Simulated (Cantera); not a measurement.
Cantera with NASA thermochemical tables; ideal gases at 1 bar, condensed phases pure. Values are per mole of reaction as written; species without (g) are pure solids or liquids, kept so even where they would boil at 1 bar.

CS₂(g) + 2 Ni ⇌ C + 2 NiS

| T (K) | ΔH° (kJ) | ΔS° (J/K) | ΔG° (kJ) | log10 K |
|---|---|---|---|---|
| 300 | (withheld) | (withheld) | (withheld) | (withheld) |
| 923 | (withheld) | (withheld) | (withheld) | (withheld) |
| 948 | (withheld) | (withheld) | (withheld) | (withheld) |
| 973 | -273.2 | -156.5 | -121.0 | 6.49 |
| 998 | (withheld) | (withheld) | (withheld) | (withheld) |
| 1023 | -272.0 | -155.3 | -113.2 | 5.78 |

Task: Some entries are withheld; supply them.

Result: 
- 300, ΔH° (kJ): -292.7
- 300, ΔS° (J/K): -186.0
- 300, ΔG° (kJ): -236.9
- 300, log10 K: 41.24
- 923, ΔH° (kJ): -274.4
- 923, ΔS° (J/K): -157.7
- 923, ΔG° (kJ): -128.8
- 923, log10 K: 7.29
- 948, ΔH° (kJ): -273.8
- 948, ΔS° (J/K): -157.1
- 948, ΔG° (kJ): -124.9
- 948, log10 K: 6.88
- 998, ΔH° (kJ): -272.6
- 998, ΔS° (J/K): -155.9
- 998, ΔG° (kJ): -117.0
- 998, log10 K: 6.13
